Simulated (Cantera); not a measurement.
An adiabatic, constant-volume homogeneous reactor starts with CH4 : C2H6 : C3H8 : O2 : N2 = 1 : 0.075 : 0.34 : 4.26 : 21.7 (molar parts), equivalence ratio 0.93, at 1375 K and 22.0 bar. Integrator tolerance rtol = 1e-08.

Computed with Cantera and GRI-Mech 3.0 (53 species, 325 reactions). GRI-Mech 3.0 was tuned for natural gas; its chemistry of propane as a main component is partial and can be far from experiment. The pressure lies above the range GRI-Mech 3.0 was tuned for (to about 10 atm).

**Question.** What does this change do: initial temperature 1375 to 975 K?

**Answer.** 
```csv
quantity,before,after
time of steepest temperature rise,79.7 µs,21.0 ms
temperature at 0.300 s,2918 K,2708 K
equilibrium temperature,2918 K,2708 K
x(CH4) at 0.300 s,<1e-12 (gas-phase equilibrium <1e-12),<1e-12 (gas-phase equilibrium <1e-12)
x(C2H6) at 0.300 s,<1e-12 (gas-phase equilibrium <1e-12),<1e-12 (gas-phase equilibrium <1e-12)
x(C3H8) at 0.300 s,<1e-12 (gas-phase equilibrium <1e-12),<1e-12 (gas-phase equilibrium <1e-12)
x(NO2) at 0.300 s,1.18e-5 (gas-phase equilibrium 1.18e-5),9.59e-6 (gas-phase equilibrium 9.59e-6)
x(H) at 0.300 s,0.00124 (gas-phase equilibrium 0.00124),0.000355 (gas-phase equilibrium 0.000355)
x(CO2) at 0.300 s,0.0591 (gas-phase equilibrium 0.0591),0.0691 (gas-phase equilibrium 0.0691)
```
Below about 1000 K GRI-Mech 3.0 lacks low-temperature oxidation paths.

**Question.** What does this change do: pressure from 22.0 bar to 0.260 bar?

**Answer.** 
| quantity | before | after |
|---|---|---|
| time of steepest temperature rise | 79.7 µs | 1.03 ms |
| temperature at 0.300 s | 2918 K | 2641 K |
| equilibrium temperature | 2918 K | 2641 K |
| x(CH4) at 0.300 s | <1e-12 (gas-phase equilibrium <1e-12) | <1e-12 (gas-phase equilibrium <1e-12) |
| x(C2H6) at 0.300 s | <1e-12 (gas-phase equilibrium <1e-12) | <1e-12 (gas-phase equilibrium <1e-12) |
| x(C3H8) at 0.300 s | <1e-12 (gas-phase equilibrium <1e-12) | <1e-12 (gas-phase equilibrium <1e-12) |
| x(NO2) at 0.300 s | 1.18e-5 (gas-phase equilibrium 1.18e-5) | 1.66e-6 (gas-phase equilibrium 1.66e-6) |
| x(H) at 0.300 s | 0.00124 (gas-phase equilibrium 0.00124) | 0.00662 (gas-phase equilibrium 0.00662) |
| x(CO2) at 0.300 s | 0.0591 (gas-phase equilibrium 0.0591) | 0.0444 (gas-phase equilibrium 0.0444) |
